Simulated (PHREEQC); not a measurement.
Na2SO4 is added in steps, without added water, to 1 kg of water holding 7.5 mmol/kgw HF and 0.12 mmol/kgw NaF, at 20 °C. Oxygen is held at 0.21 atm. CO2 is held at log p = -2 (atm). Only these solids could form: Mirabilite, Nahcolite, Natron.

Base run: PHREEQC, ion-association model, wateq4f.dat. Each further column changes one thing. The table gives pH.

```tsv
Na2SO4 added (mol)	base	HF from 0.0075 to 0.00075 mol/kgw	NaF from 0.00012 to 0.00018 mol/kgw	NaF from 0.00012 to 2.4e-05 mol/kgw	no solid may form
0	2.72	3.37	2.72	2.71	2.72
0.001031	2.73	3.40	2.73	2.72	2.73
0.001719	2.74	3.41	2.74	2.73	2.74
0.00275	2.75	3.43	2.75	2.74	2.75
0.003781	2.76	3.44	2.76	2.75	2.76
0.004469	2.76	3.45	2.77	2.76	2.76
0.0055	2.77	3.46	2.78	2.77	2.77
0.006531	2.78	3.47	2.78	2.77	2.78
0.007219	2.78	3.48	2.79	2.78	2.78
0.00825	2.79	3.49	2.80	2.78	2.79
0.009281	2.80	3.50	2.80	2.79	2.80
0.009969	2.80	3.50	2.81	2.80	2.80
0.011	2.81	3.51	2.81	2.80	2.81
```
